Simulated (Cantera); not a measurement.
A closed system holds: 1 mol KCl, 0.77 mol H2, equilibrated at 1700 K and 0.00420 bar.

These are equilibrium values from Cantera (NASA tables, ideal gas, pure condensed phases), not measurements of a reactor. The numbers say what is thermodynamically allowed, not how fast it happens.

```tsv
species	before	after
KCl	0.543	0.550
H2	0.423	0.436
K2Cl2	0.000486	0.00758
K	0.0161	0.00330
HCl	0.0160	0.00330
Cl	4.35e-5	3.09e-7
H	0.00148	4.96e-5
```
Gas species are given as mole fractions.

### Question
Name the change that produced these shifts.
A) temperature from 1700 K to 1400 K
B) H2 from 0.77 to 0.18 mol
C) temperature from 1700 K to 950 K
D) temperature from 1700 K to 1198.15 K

### Answer
A, temperature from 1700 K to 1400 K
